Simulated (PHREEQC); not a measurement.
Solution (25 °C): 0.0025 mol Na2HPO4 and 0.0037 mol K2SiO3 per kg of water. Closed to the air; pH follows from the charge balance.

The numbers come from PHREEQC with the ion-association model, wateq4f.dat.

pH: 11.45
ionic strength: 0.0159 mol/kgw
total alkalinity: 9.90 meq/kg

```
species   molality  activity   log γ
--------  --------  --------  ------
K+         0.00738   0.00649  -0.056
Na+        0.00499   0.00441  -0.054
H3SiO4-    0.00353   0.00311  -0.055
OH-        0.00321   0.00282  -0.056
HPO4-2     0.00200   0.00123  -0.213
PO4-3     0.000469  0.000156  -0.479
H2SiO4-2   9.66e-5   5.96e-5  -0.210
H4SiO4     7.45e-5   7.48e-5   0.002
KHPO4-     1.75e-5   1.55e-5  -0.053
```

This is a speciation only: nothing precipitates in the calculation. H3PO4, which wateq4f.dat lacks, is added to it with the constant of phreeqc.dat.
